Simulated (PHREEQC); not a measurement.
Make-up at 25 °C: 0.49 mol/kgw KCl, 2.3 mol/kgw SrCl2 and 0.00074 mol/kgw H4SiO4. Closed to the air; pH follows from the charge balance.

Equilibrium calculation in PHREEQC: Pitzer model, pitzer.dat.

This is a speciation only: nothing precipitates in the calculation.

Q: Estimate the pH, activity of water, osmotic coefficient.

A: pH 5.67; activity of water 0.819; osmotic coefficient 1.409.

Species that the database lacks are ignored. In brines, pH and single-ion activities rest on the MacInnes convention.
